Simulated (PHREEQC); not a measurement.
Consider water at 76 °C with 0.02 mol/kgw CuSO4, 0.00083 mol/kgw HCl and 0.11 mol/kgw NaCl. Closed to the air; pH follows from the charge balance.

Computed with PHREEQC (ion-association model, phreeqc.dat).

Each row changes one thing in this solution. This is a speciation only: nothing precipitates in the calculation.

```
case                                            pH  ionic strength (mol/kgw)  Cl- (mol/kgw)  SO4-2 (mol/kgw)  HSO4- (mol/kgw)
--------------------------------------------  ----  ------------------------  -------------  ---------------  ---------------
as made                                       3.58                     0.157          0.103           0.0136         0.000499
temperature from 76 to 10 °C                  3.30                     0.168          0.110           0.0136         0.000206
temperature from 76 to 70 °C                  3.54                     0.158          0.104           0.0135         0.000465
HCl left out                                  4.40                     0.157          0.102           0.0139          7.72e-5
HCl from 0.00083 to 0.00166 mol/kgw           3.27                     0.157          0.104           0.0133         0.000984
CuSO4 replaced by CdSO4 at the same molality  3.60                     0.145         0.0933           0.0143         0.000513
NaCl left out                                 3.61                    0.0490       0.000738           0.0118         0.000548
```

At this temperature some constants are extrapolated from 25 °C, and those without enthalpy data are left unchanged.
